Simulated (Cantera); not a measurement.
## Diamond growth

A diamond (100) surface in a fixed gas of H2 with x(CH4) = 0.025, x(CH3) = 0.00055, at 1125 K, 1700 Pa; coverages are run to steady state.

Computed with Cantera and the Harris–Goodwin 1993 mechanism for the reconstructed diamond (100) surface.

| x(H) | growth (µm/h) | θ c6HH | θ c6H* | θ c6*H | θ c6** | θ c6HM |
|---|---|---|---|---|---|---|
| 0.0001 | 0.115 | 0.588 | 0.0239 | 0.358 | 0.00392 | 0.0111 |
| 0.00022 | 0.259 | 0.536 | 0.0268 | 0.401 | 0.00751 | 0.0134 |
| 0.0005 | 0.536 | 0.506 | 0.0284 | 0.425 | 0.0120 | 0.0152 |
| 0.0011 | 1.01 | 0.492 | 0.0291 | 0.436 | 0.0157 | 0.0158 |
| 0.0025 | 1.88 | 0.486 | 0.0295 | 0.442 | 0.0183 | 0.0148 |
| 0.0057 | 3.21 | 0.485 | 0.0298 | 0.446 | 0.0198 | 0.0120 |
| 0.013 | 4.82 | 0.486 | 0.0301 | 0.450 | 0.0206 | 0.00821 |
| 0.029 | 6.21 | 0.488 | 0.0304 | 0.453 | 0.0211 | 0.00482 |
| 0.064 | 7.15 | 0.489 | 0.0306 | 0.455 | 0.0213 | 0.00253 |
θ: site fractions in the mechanism's names (c6HH fully hydrogenated, c6H* and c6*H radical sites, c6** diradical, c6HM methylated).
